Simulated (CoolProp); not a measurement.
Properties of acetone along the isobar 9.74 MPa.

Values from CoolProp's reference Helmholtz-energy equation of state, Lemmon 2006. It is a short technical equation, of lower accuracy than the large ones.

```tsv
T (°C)	phase	density (kg/m³)	Joule-Thomson coefficient (K/MPa)	isothermal compressibility (1/MPa)	expansivity (1/kK)
-31.65	liquid	852.3	-0.4112	0.0007340	1.196
-20.65	liquid	841.1	-0.4037	0.0007974	1.214
-9.75	liquid	829.9	-0.3951	0.0008668	1.234
1.15	liquid	818.7	-0.3854	0.0009439	1.257
12.15	liquid	807.4	-0.3743	0.001031	1.285
23.05	liquid	796.0	-0.3619	0.001127	1.315
34.05	liquid	784.4	-0.3481	0.001235	1.350
44.95	liquid	772.8	-0.3330	0.001357	1.389
55.85	liquid	761.0	-0.3162	0.001495	1.432
66.85	liquid	748.9	-0.2976	0.001654	1.481
77.75	liquid	736.7	-0.2771	0.001834	1.535
88.65	liquid	724.3	-0.2544	0.002043	1.596
99.65	liquid	711.4	-0.2289	0.002287	1.666
110.55	liquid	698.3	-0.2005	0.002571	1.743
121.55	liquid	684.7	-0.1682	0.002909	1.832
```
